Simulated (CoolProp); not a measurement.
Values from CoolProp's reference Helmholtz-energy equation of state, Gao 2022.

### Question
For n-perfluorobutane, give the phase and the cp (kJ/(kg K)), Joule-Thomson coefficient (K/MPa) at 381 K and 33.4 kPa; 324.1 K and 5230 kPa.

### Answer
- 381 K and 33.4 kPa: gas; cp 0.940, Joule-Thomson coefficient 7.19
- 324.1 K and 5230 kPa: liquid; cp 1.16, Joule-Thomson coefficient -0.0821
